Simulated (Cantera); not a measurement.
An isothermal, constant-pressure homogeneous reactor starts with CO : O2 : H2O : N2 = 0.017 : 0.0041 : 0.029 : 1 (molar parts), at 1200 K and 0.410 bar. Integrator tolerance rtol = 1e-08.

Model: GRI-Mech 3.0 (53 species, 325 reactions), integrated in Cantera.

What does this change do: pressure from 0.410 bar to 3.20 bar?


| quantity | before | after |
|---|---|---|
| x(CO) at 3.00 s | 0.00362 (gas-phase equilibrium 0.00362) | 0.00416 (gas-phase equilibrium 0.00362) |
| x(O2) at 3.00 s | 6.05e-10 (gas-phase equilibrium <1e-12) | 2.15e-12 (gas-phase equilibrium <1e-12) |
| x(H2O) at 3.00 s | 0.0229 (gas-phase equilibrium 0.0229) | 0.0235 (gas-phase equilibrium 0.0229) |
| x(N2O) at 3.00 s | 2.81e-10 (gas-phase equilibrium <1e-12) | 8.81e-11 (gas-phase equilibrium <1e-12) |
| x(HO2) at 3.00 s | <1e-12 (gas-phase equilibrium <1e-12) | <1e-12 (gas-phase equilibrium <1e-12) |
| x(H2) at 3.00 s | 0.00479 (gas-phase equilibrium 0.00479) | 0.00425 (gas-phase equilibrium 0.00479) |
| x(H) at 3.00 s | 5.20e-6 (gas-phase equilibrium 2.15e-8) | 8.93e-8 (gas-phase equilibrium 7.69e-9) |
